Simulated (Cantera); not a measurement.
An isothermal, constant-pressure homogeneous reactor starts with NO : N2 = 1 : 3.6 (molar parts), at 1675 K and 3500 Pa. Integrator tolerance rtol = 1e-08.

Computed with Cantera and GRI-Mech 3.0 (53 species, 325 reactions). Radical loss at walls, strong at low pressure, is not modelled.

What does this change do: pressure from 3500 Pa to 13300 Pa?


| quantity | before | after |
|---|---|---|
| x(NO) at 40.0 s | 0.207 (gas-phase equilibrium 0.00201) | 0.183 (gas-phase equilibrium 0.00201) |
| x(O) at 40.0 s | 1.67e-5 (gas-phase equilibrium 6.03e-5) | 1.31e-5 (gas-phase equilibrium 3.09e-5) |
| x(N2) at 40.0 s | 0.788 (gas-phase equilibrium 0.890) | 0.800 (gas-phase equilibrium 0.890) |
| x(O2) at 40.0 s | 0.00522 (gas-phase equilibrium 0.108) | 0.0170 (gas-phase equilibrium 0.108) |
| x(N2O) at 40.0 s | 1.52e-5 (gas-phase equilibrium 2.35e-8) | 1.21e-5 (gas-phase equilibrium 4.59e-8) |
| x(NO2) at 40.0 s | 2.17e-5 (gas-phase equilibrium 8.95e-7) | 6.46e-5 (gas-phase equilibrium 1.75e-6) |
